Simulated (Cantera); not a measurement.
Low-pressure radical oxidation in H2/O2

An isothermal, constant-pressure homogeneous reactor starts with 5.11 % H2, 18.2 % O2, 76.6 % N2, equivalence ratio 0.14, at 900 K and 1.13 Torr.

Cantera simulation using the H2/O2 subset of GRI-Mech 3.0, which has no nitrogen chemistry; the numbers are that mechanism's predictions, not measurements. Radical loss at walls, strong at low pressure, is not modelled. Below about 950 K walls govern HO2 and H2O2 in real vessels. The temperature is held fixed by assumption; the heat of reaction is taken as removed at once.

```json
[
 {"t (s)": "2.00e-5", "x H2": "0.0511", "x O2": "0.182", "x H2O2": "<1e-12", "x H": "<1e-12", "x OH": "<1e-12", "x O": "<1e-12"},
 {"t (s)": "0.000104", "x H2": "0.0511", "x O2": "0.182", "x H2O2": "<1e-12", "x H": "<1e-12", "x OH": "<1e-12", "x O": "<1e-12"},
 {"t (s)": "0.000545", "x H2": "0.0511", "x O2": "0.182", "x H2O2": "<1e-12", "x H": "<1e-12", "x OH": "<1e-12", "x O": "<1e-12"},
 {"t (s)": "0.00284", "x H2": "0.0511", "x O2": "0.182", "x H2O2": "<1e-12", "x H": "1.33e-12", "x OH": "<1e-12", "x O": "<1e-12"},
 {"t (s)": "0.0148", "x H2": "0.0511", "x O2": "0.182", "x H2O2": "<1e-12", "x H": "9.48e-12", "x OH": "<1e-12", "x O": "2.82e-12"},
 {"t (s)": "0.0775", "x H2": "0.0511", "x O2": "0.182", "x H2O2": "<1e-12", "x H": "1.68e-9", "x OH": "1.93e-10", "x O": "6.46e-10"},
 {"t (s)": "0.404", "x H2": "0.00364", "x O2": "0.161", "x H2O2": "2.88e-9", "x H": "0.0243", "x OH": "0.000748", "x O": "0.00812"},
 {"t (s)": "2.11", "x H2": "0.00110", "x O2": "0.160", "x H2O2": "2.58e-9", "x H": "0.00950", "x OH": "0.000455", "x O": "0.00528"},
 {"t (s)": "11.0", "x H2": "8.67e-5", "x O2": "0.161", "x H2O2": "4.96e-9", "x H": "0.000183", "x OH": "0.000121", "x O": "0.000386"},
 {"t (s)": "57.5", "x H2": "1.57e-6", "x O2": "0.161", "x H2O2": "2.23e-9", "x H": "4.47e-7", "x OH": "1.61e-5", "x O": "7.10e-6"},
 {"t (s)": "300", "x H2": "8.58e-8", "x O2": "0.161", "x H2O2": "5.65e-10", "x H": "6.35e-9", "x OH": "3.91e-6", "x O": "4.16e-7"}
]
```
x: mole fraction; the columns are a selection and need not sum to one.

Equilibrium at this temperature and pressure: H2 1.09e-11, O2 0.161, H2O2 <1e-12, H <1e-12, OH 4.53e-8, O 5.62e-11 (gas phase only).
